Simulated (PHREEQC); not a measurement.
0.015 g of hydrous ferric oxide (600 m²/g; 0.2 weak and 0.005 strong sites per Fe, Dzombak-Morel constants, diffuse double layer) in 1 kg of water with 0.01 mol/kgw of an inert sodium salt and 8.6e-07 mol/kgw H3BO3, at 25 °C; the pH is set by adding NaOH or the inert anion's acid. Oxygen alone is held at its pressure in air (log pO2 = -0.68). CO2 from the air is kept out. No solid was allowed to form.

Base run: PHREEQC, ion-association model, wateq4f.dat. Each further column changes one thing. The table gives surface charge σ (C/m²).

```csv
pH,base,background salt from 0.01 to 0.001 mol/kgw,oxide from 0.015 to 0.075 g/kgw
3,0.324,0.252,0.325
4,0.216,0.117,0.216
5,0.113,0.050,0.113
6,0.049,0.019,0.050
7,0.017,0.006,0.017
8,0.001,0.000,0.001
9,-0.013,-0.004,-0.013
10,-0.040,-0.015,-0.040
11,-0.099,-0.054,-0.099
```

The oxide is taken as insoluble; below pH 4 it would dissolve.
